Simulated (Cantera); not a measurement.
An adiabatic, constant-volume homogeneous reactor starts with CH₄ : O₂ : N₂ = 1 : 3.51 : 13.2 (molar parts), at 1148 K and 420 Torr. Integrator tolerance rtol = 1e-08.

Detailed kinetics in Cantera: GRI-Mech 3.0 (53 species, 325 reactions).

**Question.** What does this change do: initial temperature 1148 to 1375 K?

**Answer.** 
| quantity | before | after |
|---|---|---|
| time of steepest temperature rise | 0.117 s | 5.32 ms |
| temperature at 0.200 s | 2463 K | 2570 K |
| equilibrium temperature | 2463 K | 2570 K |
| x(CH₄) at 0.200 s | <1e-12 (gas-phase equilibrium <1e-12) | <1e-12 (gas-phase equilibrium <1e-12) |
| x(O₂) at 0.200 s | 0.0778 (gas-phase equilibrium 0.0778) | 0.0767 (gas-phase equilibrium 0.0767) |
| x(C₂H₂) at 0.200 s | <1e-12 (gas-phase equilibrium <1e-12) | <1e-12 (gas-phase equilibrium <1e-12) |
| x(CH₃) at 0.200 s | <1e-12 (gas-phase equilibrium <1e-12) | <1e-12 (gas-phase equilibrium <1e-12) |
| x(CH₂CO) at 0.200 s | <1e-12 (gas-phase equilibrium <1e-12) | <1e-12 (gas-phase equilibrium <1e-12) |
| x(C₂H) at 0.200 s | <1e-12 (gas-phase equilibrium <1e-12) | <1e-12 (gas-phase equilibrium <1e-12) |
| x(CO) at 0.200 s | 0.00505 (gas-phase equilibrium 0.00505) | 0.00876 (gas-phase equilibrium 0.00876) |

**Question.** What does this change do: O2 3.51 to 5 parts?

**Answer.** 
| quantity | before | after |
|---|---|---|
| time of steepest temperature rise | 0.117 s | 72.4 ms |
| temperature at 0.200 s | 2463 K | 2391 K |
| equilibrium temperature | 2463 K | 2391 K |
| x(CH₄) at 0.200 s | <1e-12 (gas-phase equilibrium <1e-12) | <1e-12 (gas-phase equilibrium <1e-12) |
| x(O₂) at 0.200 s | 0.0778 (gas-phase equilibrium 0.0778) | 0.146 (gas-phase equilibrium 0.146) |
| x(C₂H₂) at 0.200 s | <1e-12 (gas-phase equilibrium <1e-12) | <1e-12 (gas-phase equilibrium <1e-12) |
| x(CH₃) at 0.200 s | <1e-12 (gas-phase equilibrium <1e-12) | <1e-12 (gas-phase equilibrium <1e-12) |
| x(CH₂CO) at 0.200 s | <1e-12 (gas-phase equilibrium <1e-12) | <1e-12 (gas-phase equilibrium <1e-12) |
| x(C₂H) at 0.200 s | <1e-12 (gas-phase equilibrium <1e-12) | <1e-12 (gas-phase equilibrium <1e-12) |
| x(CO) at 0.200 s | 0.00505 (gas-phase equilibrium 0.00505) | 0.00241 (gas-phase equilibrium 0.00241) |

**Question.** What does this change do: initial temperature 1148 to 1300 K?

**Answer.** 
```csv
quantity,before,after
time of steepest temperature rise,0.117 s,13.3 ms
temperature at 0.200 s,2463 K,2537 K
equilibrium temperature,2463 K,2537 K
x(CH₄) at 0.200 s,<1e-12 (gas-phase equilibrium <1e-12),<1e-12 (gas-phase equilibrium <1e-12)
x(O₂) at 0.200 s,0.0778 (gas-phase equilibrium 0.0778),0.0770 (gas-phase equilibrium 0.0770)
x(C₂H₂) at 0.200 s,<1e-12 (gas-phase equilibrium <1e-12),<1e-12 (gas-phase equilibrium <1e-12)
x(CH₃) at 0.200 s,<1e-12 (gas-phase equilibrium <1e-12),<1e-12 (gas-phase equilibrium <1e-12)
x(CH₂CO) at 0.200 s,<1e-12 (gas-phase equilibrium <1e-12),<1e-12 (gas-phase equilibrium <1e-12)
x(C₂H) at 0.200 s,<1e-12 (gas-phase equilibrium <1e-12),<1e-12 (gas-phase equilibrium <1e-12)
x(CO) at 0.200 s,0.00505 (gas-phase equilibrium 0.00505),0.00744 (gas-phase equilibrium 0.00744)
```
